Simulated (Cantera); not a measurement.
Feed: 1 mol Pb, 0.14 mol CO, 2.3 mol N2, held at 0.00330 bar.

Method: chemical equilibrium by Gibbs-energy minimisation in Cantera with the NASA 1993 tables (ideal gas, pure condensed phases). Candidate condensed phases: C, Pb, PbO, PbO2, Pb3O4; 27 gas species. The numbers say what is thermodynamically allowed, not how fast it happens.

**Question.** At 998 K, list the 3 most abundant gas species with their mole fractions, and the condensed phases.

**Answer.** N2 0.938, CO 0.0571, Pb 0.00469. Condensed: C(graphite) + Pb(l).
